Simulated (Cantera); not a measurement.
An isothermal, constant-pressure homogeneous reactor starts with 12.8 % H2, 25.6 % O2, 61.5 % N2, at 975 K and 100.0 Torr.

Model: the H2/O2 subset of GRI-Mech 3.0, which has no nitrogen chemistry, integrated in Cantera. Radical loss at walls, strong at low pressure, is not modelled. The temperature is held fixed by assumption; the heat of reaction is taken as removed at once.

One state of this run: x H2 = 1.05e-5; x O2 = 0.205; x OH = 1.07e-5; x H2O = 0.137; x H2O2 = 1.15e-7. x: mole fraction; the columns are a selection and need not sum to one.

Q: Which value of t (s) does it belong to?
(A) 0.357
(B) 0.0103
(C) 3.78
(D) 0.110

A: D, 0.110
